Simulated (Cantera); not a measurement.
Source: NASA polynomial tables (part measured, part estimated), evaluated in Cantera. Values are per mole of reaction as written; species without (g) are pure solids or liquids, kept so even where they would boil at 1 bar.

Problem. Between 1123 and 1623 K, where is each reaction favourable under standard conditions?
- 3 CuF2(g) + 2 C ⇌ 3 Cu + 2 CF3(g)

Solution. 
- 3 CuF2(g) + 2 C ⇌ 3 Cu + 2 CF3(g): ΔG° is 55 kJ at 1123 K and 124 kJ at 1623 K; it stays positive (K < 1). ΔH° is -67 kJ and ΔS° -118 J/K at 1623 K.
